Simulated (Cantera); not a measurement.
A perfectly stirred reactor is fed with 9.52 % C2H6, 90.5 % H2, at 0.0110 bar; it is held at 1348 K, and followed from long to short residence time.

Computed with Cantera and GRI-Mech 3.0 (53 species, 325 reactions). GRI-Mech 3.0 stops at C3 and has no aromatics, soot or wall deposition, so with more carbon than oxygen in the feed, carbon stays in small species such as C2H2 where larger ones or solid carbon would form. Radical loss at walls, strong at low pressure, is not modelled.

**Question.** Predict: x(C2H6) at τ = 4.50 s; x(H2) at τ = 4.50 s; x(C2H) at τ = 4.50 s; x(C2H4) at τ = 4.50 s; x(H) at τ = 4.50 s; x(C2H6) at τ = 47.0 ms; x(H2) at τ = 47.0 ms; x(C2H) at τ = 47.0 ms; x(C2H4) at τ = 47.0 ms; x(H) at τ = 47.0 ms.

**Answer.** 
```json
{
 "x(C2H6) at τ = 4.50 s": "0.000300",
 "x(H2) at τ = 4.50 s": "0.895",
 "x(C2H) at τ = 4.50 s": "4.89e-9",
 "x(C2H4) at τ = 4.50 s": "0.00454",
 "x(H) at τ = 4.50 s": "0.000116",
 "x(C2H6) at τ = 47.0 ms": "0.0117",
 "x(H2) at τ = 47.0 ms": "0.879",
 "x(C2H) at τ = 47.0 ms": "2.45e-9",
 "x(C2H4) at τ = 47.0 ms": "0.0336",
 "x(H) at τ = 47.0 ms": "0.000257"
}
```
